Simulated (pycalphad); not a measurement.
## Effect of Sn content in Si-Sn

Source of the numbers: pycalphad with the COST 507 light-alloy database (1999); pressure 1 atm. The data set is of 1999 and partly superseded. Amounts are mole fractions of atoms.

| alloy | liquidus (K) | first solid | solidus (K) | phases at 650 K |
|---|---|---|---|---|
| Si-20.8Sn (at.%) | 1641 | diamond (Si) | 505 | diamond (Si) 0.79, liquid 0.21 |
| Si-62.4Sn (at.%) | 1588 | diamond (Si) | 505 | liquid 0.62, diamond (Si) 0.38 |
| Si-83.2Sn (at.%) | 1504 | diamond (Si) | 505 | liquid 0.83, diamond (Si) 0.17 |
